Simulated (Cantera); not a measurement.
Feed: 1 mol SiH4, 4.6 mol HCl, 99 mol H2, at 1198.15 K and 1.70 mbar.

Equilibrium computed with Cantera from the NASA thermochemical tables; the gas is ideal and each condensed phase is pure. Candidate condensed phases: Si; 19 gas species. The tables' values for SiCl3 are old estimates; treat these amounts as uncertain. Rates play no part.

Base state: H2 0.960, HCl 0.0363, SiCl2 0.00323, SiCl3 0.000143, SiCl4 5.61e-5, SiHCl3 4.00e-5 (mole fractions); condensed: Si(s).

Task: What changes in the equilibrium state with this change: SiH4 replaced by Si2Cl6?

Result: 
```
species       before     after
----------  --------  --------
H2             0.960     0.917
HCl           0.0363    0.0685
SiCl2        0.00323    0.0120
SiCl4        5.61e-5  0.000777
SiCl3       0.000143   0.00103
SiHCl3       4.00e-5  0.000280
Si(s), mol     0.633     0.496
```
The feed counts by its element totals alone.

Task: What changes in the equilibrium state with this change: H2 from 99 to 25 mol?

Result: 
```
species       before     after
----------  --------  --------
H2             0.960     0.887
HCl           0.0363    0.0877
SiCl2        0.00323    0.0204
SiCl4        5.61e-5   0.00224
SiCl3       0.000143   0.00227
SiHCl3       4.00e-5  0.000609
SiH2Cl2      3.72e-6   2.17e-5
Si(s), mol     0.633     0.196
```

Task: What changes in the equilibrium state with this change: HCl from 4.6 to 0.38 mol?

Result: 
```
species       before    after
----------  --------  -------
H2             0.960    0.996
HCl           0.0363  0.00368
SiCl2        0.00323  3.21e-5
SiCl4        5.61e-5  5.52e-9
SiCl3       0.000143  1.41e-7
Si(s), mol     0.633    0.997
```
